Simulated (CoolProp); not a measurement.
1-butene along the isobar 8670 kPa: Z from the reference equation and from simpler models built on Tc = 146.1 °C, pc = 4006 kPa, ω = 0.192; each cubic takes its own stable root.

The numbers come from the reference Helmholtz-energy equation of state, Lemmon 2005 in CoolProp. It is a short technical equation, of lower accuracy than the large ones.

```json
[
 {"T (°C)": "33.55", "phase": "liquid", "reference": "…", "van der Waals": "0.4958", "Soave-Redlich-Kwong": "…"},
 {"T (°C)": "60.85", "phase": "liquid", "reference": "0.3125", "van der Waals": "0.4754", "Soave-Redlich-Kwong": "0.3365"},
 {"T (°C)": "88.15", "phase": "liquid", "reference": "…", "van der Waals": "0.4617", "Soave-Redlich-Kwong": "0.3355"},
 {"T (°C)": "115.45", "phase": "liquid", "reference": "0.3108", "van der Waals": "0.4548", "Soave-Redlich-Kwong": "0.3436"},
 {"T (°C)": "142.75", "phase": "liquid", "reference": "0.3230", "van der Waals": "0.4554", "Soave-Redlich-Kwong": "0.3654"},
 {"T (°C)": "169.95", "phase": "supercritical", "reference": "0.3552", "van der Waals": "0.4656", "Soave-Redlich-Kwong": "0.4117"},
 {"T (°C)": "197.25", "phase": "supercritical", "reference": "…", "van der Waals": "…", "Soave-Redlich-Kwong": "0.4992"},
 {"T (°C)": "224.55", "phase": "supercritical", "reference": "…", "van der Waals": "0.5315", "Soave-Redlich-Kwong": "0.6088"},
 {"T (°C)": "251.85", "phase": "supercritical", "reference": "0.6521", "van der Waals": "0.5908", "Soave-Redlich-Kwong": "…"}
]
```

Fill in the missing entries.


- 33.55, reference: 0.3219
- 33.55, Soave-Redlich-Kwong: 0.3446
- 88.15, reference: 0.3085
- 197.25, reference: 0.4343
- 197.25, van der Waals: 0.4892
- 224.55, reference: 0.5532
- 251.85, Soave-Redlich-Kwong: 0.6999
